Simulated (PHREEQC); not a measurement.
Nickel, zinc or cadmium bath (model solution)

A solution holds 26 mmol/kgw CdSO4, 190 mmol/kgw NaCl and 5.3 mmol/kgw FeSO4, at 25 °C. Closed to the air; pH follows from the charge balance.

The numbers come from PHREEQC with the ion-association model, phreeqc.dat.

Each row changes one thing in this solution. Precipitation was switched off in this run.

```
case                                            pH  ionic strength (mol/kgw)  Cl- (mol/kgw)  SO4-2 (mol/kgw)  CdCl+ (mol/kgw)  CdCl2 (mol/kgw)  SI of Cd(OH)2 (Cd(OH)2)
--------------------------------------------  ----  ------------------------  -------------  ---------------  ---------------  ---------------  -----------------------
as made                                       5.81                     0.244          0.163           0.0221           0.0150          0.00500                    -5.03
NaCl replaced by CuCl2 at the same molality   4.21                     0.500          0.312           0.0131           0.0143          0.00788                    -8.51
FeSO4 left out                                5.82                     0.230          0.163           0.0190           0.0152          0.00511                    -5.01
NaCl from 0.19 to 0.171 mol/kgw               5.81                     0.226          0.145           0.0221           0.0150          0.00452                    -4.98
FeSO4 replaced by CaSO4 at the same molality  5.83                     0.244          0.163           0.0221           0.0150          0.00501                    -4.98
FeSO4 from 0.0053 to 0.0265 mol/kgw           5.79                     0.296          0.164           0.0335           0.0144          0.00464                    -5.08
CdSO4 from 0.026 to 0.013 mol/kgw             5.89                     0.225          0.175           0.0133          0.00772          0.00281                    -5.18
```

Species that the database lacks are ignored.
